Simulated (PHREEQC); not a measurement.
Make-up at 68 °C: 1.6 mmol/kgw CdCl2, 44 mmol/kgw Na2SO4 and 31 mmol/kgw FeSO4. Closed to the air; pH follows from the charge balance.

Model: ion-association model, wateq4f.dat, run in PHREEQC.

Problem. The ionic strength comes out as 0.169 mol/kgw. What activity coefficients do Na+, SO4-2, HSO4-, Fe+2, Cd+2 get?

Solution. Na+ 0.73, SO4-2 0.28, HSO4- 0.72, Fe+2 0.32, Cd+2 0.29.

No solid was allowed to form. Constants without temperature data keep their 25 °C values here.
